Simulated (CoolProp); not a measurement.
Vapour-liquid equilibrium of R125 (1) + R1234yf (2) at -46.15 °C; x and y are mole fractions of (1).

The numbers come from the multi-fluid Helmholtz-energy mixture model, Lemmon 2005 and Lemmon 2022; pair parameters Bell 2023 in CoolProp.

| x | bubble pressure (MPa) | y at the bubble point | dew pressure at overall composition x (MPa) | liquid density (mol/L) |
|---|---|---|---|---|
| 0.05 | 0.04901 | 0.113 | 0.04708 | 11.52 |
| 0.15 | 0.05566 | 0.298 | 0.05021 | 11.61 |
| 0.25 | 0.06224 | 0.443 | 0.05377 | 11.70 |
| 0.35 | 0.06879 | 0.561 | 0.05785 | 11.80 |
| 0.45 | 0.07530 | 0.659 | 0.06258 | 11.90 |
| 0.55 | 0.08182 | 0.741 | 0.06812 | 12.00 |
| 0.65 | 0.08833 | 0.812 | 0.07469 | 12.11 |
| 0.75 | 0.09487 | 0.874 | 0.08257 | 12.23 |
| 0.85 | 0.1014 | 0.929 | 0.09219 | 12.35 |
| 0.95 | 0.1080 | 0.978 | 0.1042 | 12.48 |

No azeotrope shows between x = 0.05 and 0.95.

The pair parameters rest on a limited set of measurements; away from them the model extrapolates.
